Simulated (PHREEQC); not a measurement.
PHREEQC input (ion-association model, wateq4f.dat):

```
SOLUTION_MASTER_SPECIES
  An  An-  0  An  62.0  # stands for a non-complexing anion
SOLUTION_SPECIES
  An- = An-
    -log_k 0
    -gamma 3.0 0
PHASES
  Fix_H+
    H+ = H+
    -log_k 0
SOLUTION 1
  temp 25
  units mmol/kgw
  pH 7 charge
  Na 100
  An 100
END
SELECTED_OUTPUT 1
  -reset false
  -pH true
  -pe true
  -ionic_strength true
  -water true
  -totals Na
  -molalities Hfo_wOH Hfo_wOH2+ Hfo_wO- Hfo_sOH Hfo_sOH2+ Hfo_sO-
USER_PUNCH 1
  -headings sigma psi
  10 PUNCH EDL("sigma", "Hfo"), EDL("psi", "Hfo")
PRINT
  -reset false
USE solution 1
SURFACE 1
  Hfo_wOH 0.000449438 600 0.2
  Hfo_sOH 1.1236e-05
EQUILIBRIUM_PHASES 1
  Fix_H+ -4 HAn 10
    -force_equality true
  O2(g) -0.68 10
END
# ... the last block is repeated for the other 12 points of pH, with NaOH or the acid as the point needs
```

Selected output (columns that matter, 13 of 13 rows; pH added in front):

```
pH	mu	Na	m_Hfo_wOH	m_Hfo_wOH2+	m_Hfo_wO-	m_Hfo_sOH	m_Hfo_sOH2+	m_Hfo_sO-	sigma	psi
4	0.10032	0.1	5.9896e-05	0.00038933	2.1109e-07	1.4974e-06	9.7333e-06	5.2774e-09	0.32072	0.14653
4.5	0.10021	0.1	0.0001169	0.00033159	9.4419e-07	2.9226e-06	8.2898e-06	2.3605e-08	0.27252	0.13826
5	0.10015	0.1	0.0001832	0.00026331	2.9201e-06	4.5801e-06	6.5829e-06	7.3002e-08	0.21462	0.12615
5.5	0.1001	0.1	0.0002432	0.00019945	6.7935e-06	6.08e-06	4.9862e-06	1.6984e-07	0.15879	0.11098
6	0.10007	0.1	0.00028853	0.00014803	1.2883e-05	7.2132e-06	3.7007e-06	3.2209e-07	0.11139	0.093457
6.5	0.10005	0.1	0.000318	0.00011047	2.0971e-05	7.95e-06	2.7617e-06	5.2427e-07	0.073765	0.073897
7	0.10003	0.1	0.00033451	8.4652e-05	3.0281e-05	8.3627e-06	2.1163e-06	7.5703e-07	0.044814	0.052458
7.5	0.10001	0.1	0.00034231	6.7167e-05	3.9965e-05	8.5577e-06	1.6792e-06	9.9912e-07	0.02242	0.029416
8	0.1	0.1	0.00034492	5.4607e-05	4.991e-05	8.6231e-06	1.3652e-06	1.2478e-06	0.0038713	0.0053519
8.5	0.10001	0.10002	0.00034395	4.4273e-05	6.1215e-05	8.5988e-06	1.1068e-06	1.5304e-06	-0.013964	-0.018909
9	0.10003	0.10006	0.00033877	3.4527e-05	7.6145e-05	8.4692e-06	8.6318e-07	1.9036e-06	-0.034302	-0.042489
9.5	0.10008	0.10012	0.00032661	2.4971e-05	9.786e-05	8.1652e-06	6.2429e-07	2.4465e-06	-0.060076	-0.064682
10	0.10019	0.10025	0.00030331	1.6223e-05	0.00012991	7.5827e-06	4.0557e-07	3.2477e-06	-0.093701	-0.085081
```
